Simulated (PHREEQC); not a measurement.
NaOH is added in steps, without added water, to 1 kg of water holding 0.003 mol H3BO3, 0.00019 mol Na2SO4 and 4.1e-05 mol KCl, at 20 °C. Oxygen is held at 0.21 atm. CO2 from the air is kept out. Precipitation was switched off in this run.

Base run: PHREEQC, ion-association model, phreeqc.dat. Each further column changes one thing. The table gives pH.

```
NaOH added (mol)   base  temperature from 20 to 45 °C  diluted 5-fold with water  Na2SO4 from 0.00019 to 9.5e-05 mol/kgw  solids may form
----------------  -----  ----------------------------  -------------------------  --------------------------------------  ---------------
0                  5.90                          5.81                       6.25                                    5.90             5.90
0.0007875          8.81                    (withheld)                      10.49                                    8.81             8.81
0.001575           9.29                          9.08                 (withheld)                                    9.29             9.29
0.002363           9.79                          9.52                      11.39                                    9.79             9.79
0.00315           10.59                         10.02                      11.54                                   10.59            10.59
0.003938          11.12                         10.39                      11.66                                   11.12            11.12
0.004725          11.37                         10.62                      11.75                                   11.37            11.37
0.005513          11.53                    (withheld)                      11.82                                   11.53            11.53
0.0063            11.65                         10.88                      11.88                                   11.65            11.65
```

Q: Fill in the missing entries.

A: 
- 0.0007875, temperature from 20 to 45 °C: 8.61
- 0.001575, diluted 5-fold with water: 11.14
- 0.005513, temperature from 20 to 45 °C: 10.77

 Away from 25 °C the constants follow the database's enthalpies or fits; those with neither stay at their 25 °C values. Solids allowed in the column 'solids may form': Halite, Sylvite.
